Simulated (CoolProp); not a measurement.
Vapour-liquid equilibrium of n-heptane (1) + o-xylene (2) at 483 K; x and y are mole fractions of (1).

The numbers come from the multi-fluid Helmholtz-energy mixture model, Span 2003 and Zhou 2012; pair parameters Bell 2016 in CoolProp.

Question: Give the bubble pressure and the first vapour's composition at x = 0.05, 0.65, 0.8. Is there an azeotrope?

Answer: x = 0.05: 0.4841 MPa, y = 0.126; x = 0.65: 0.9219 MPa, y = 0.783; x = 0.8: 1.021 MPa, y = 0.878. No azeotrope shows between x = 0.05 and 0.95.

The pair parameters rest on a limited set of measurements; away from them the model extrapolates.
